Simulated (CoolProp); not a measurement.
Vapour-liquid equilibrium of ethylene (1) + ethane (2) at 0.0099 MPa; x and y are mole fractions of (1).

Model: multi-fluid Helmholtz-energy mixture model, Smukala 2000 and Bücker 2006; pair parameters Bell 2016, in CoolProp.

```tsv
x	bubble temperature (°C)	y at the bubble point	dew temperature at overall composition x (°C)	liquid density (mol/L)
0.05	-124.2	0.156	-123.3	19.58
0.2	-127.2	0.448	-124.6	19.94
0.35	-129.3	0.620	-126.2	20.28
0.5	-130.9	…	-127.8	…
0.65	-132.3	…	-129.7	20.96
0.8	…	…	-131.7	21.30
0.95	…	…	…	21.65
```

Question: What belongs in the gaps?

Answer: 
- 0.5, y at the bubble point: 0.743
- 0.5, liquid density (mol/L): 20.62
- 0.65, y at the bubble point: 0.839
- 0.8, bubble temperature (°C): -133.6
- 0.8, y at the bubble point: 0.918
- 0.95, bubble temperature (°C): -134.7
- 0.95, y at the bubble point: 0.982
- 0.95, dew temperature at overall composition x (°C): -134.2

No azeotrope shows between x = 0.05 and 0.95.

Pair parameters are fitted to limited data, so mixtures are less certain than the pure fluids.
